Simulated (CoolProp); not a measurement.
A single-stage vapour-compression cycle with the fluid: evaporating at 306.15 K (dew point), condensing at 347.15 K (bubble point), superheat 0 K, subcooling 8 K, compressor efficiency 0.7, no pressure losses. The same conditions are run with several fluids, on thermodynamics alone (safety and materials aside).

Model: reference Helmholtz-energy equation of state of each fluid (isobutene: Lemmon 2005; R142b: Lemmon 2006; R1336mzz(E): Akasaka 2023; isobutane: Bücker 2006; R114: Platzer 1990; carbonyl sulfide: Lemmon 2006), in CoolProp. The equations of Platzer and Polt are older, rougher fits.

```
fluid             cooling COP  pressure ratio  discharge temperature (K)  refrigerating effect (kJ/kg)  volumetric capacity (kJ/m³)
----------------  -----------  --------------  -------------------------  ----------------------------  ---------------------------
isobutene                4.48            2.79                      351.7                           266                         2530
R142b                    4.49            2.82                      355.8                           151                         2860
R1336mzz(E)              4.30            3.23                      347.1                          97.5                         1760
isobutane                4.35            2.69                      347.9                           234                         2650
R114                     4.40            2.95                      347.1                          90.6                         1830
carbonyl sulfide         4.18            2.35                      384.1                           186                         8420
```

The compression ends wet for: R1336mzz(E); R114.
